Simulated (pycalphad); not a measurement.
**Effect of Ti content in Si-Ti**

Computed with pycalphad from the COST 507 light-alloy database (1999), at 1 atm. These are 1990s assessments: newer ones move some temperatures and phases. Phase fractions are per mole of atoms.

Question: One of these alloys has its liquidus at 1671 K, its solidus at 1604 K, and holds DIAMOND_A4 0.72, SI2TI 0.28 at 1120 K. Which?
A) Si-37.65Ti (at.%)
B) Si-12.55Ti (at.%)
C) Si-9.41Ti (at.%)
D) Si-18.83Ti (at.%)

Answer: C, Si-9.41Ti (at.%). The others: Si-12.55Ti (at.%), liquidus 1660, solidus 1604; Si-18.83Ti (at.%), liquidus 1609, solidus 1604; Si-37.65Ti (at.%), liquidus 1789, solidus 1747

Database names, with the compositions (at.%) that they take in these runs: SI2TI: Si 67 Ti 33. DIAMOND_A4 is diamond (Si).
